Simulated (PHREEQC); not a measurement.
Solution (25 °C): 8.3 mmol/kgw K2CO3, 23 mmol/kgw K2SO4 and 4 mmol/kgw KH2PO4. Closed to the air; pH follows from the charge balance.

Model: ion-association model, phreeqc.dat, run in PHREEQC.

```csv
quantity,before,after
ionic strength (mol/kgw),0.0909,0.00954
K+ (mol/kgw),0.0632,0.00659
SO4-2 (mol/kgw),0.0197,0.00223
HCO3- (mol/kgw),0.00420,0.000513
CO3-2 (mol/kgw),0.00410,0.000317
```

Question: Name the change that produced these shifts.
A. 0.0018 mol/kgw (NH4)2HPO4 added
B. temperature from 25 to 75 °C
C. KH2PO4 replaced by Na2HPO4 at the same molality
D. K2CO3 from 0.0083 to 0.00166 mol/kgw
E. diluted 10-fold with water

Answer: E, diluted 10-fold with water

Precipitation was switched off in this run.
